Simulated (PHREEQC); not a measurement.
# Brine

Make-up at 25 °C: 2.6 mol KOH and 4.5 mol CaCl2 per kg of water. Closed to the air; pH follows from the charge balance.

Model: Pitzer model, pitzer.dat, run in PHREEQC.

Each row changes one thing in this solution. Precipitation was switched off in this run.

| case | pH | SI of Sylvite (KCl) |
|---|---|---|
| as made | 12.14 | +0.40 |
| CaCl2 replaced by KCl at the same molality | 14.89 | +0.29 |
| CaCl2 from 4.5 to 2.25 mol/kgw | 13.33 | -0.00 |
| 0.31 mol/kgw NaOH added | 12.24 | +0.41 |

Species that the database lacks are ignored. Some of these states are supersaturated (in Portlandite, Sylvite, for instance). In brines, pH and single-ion activities rest on the MacInnes convention.
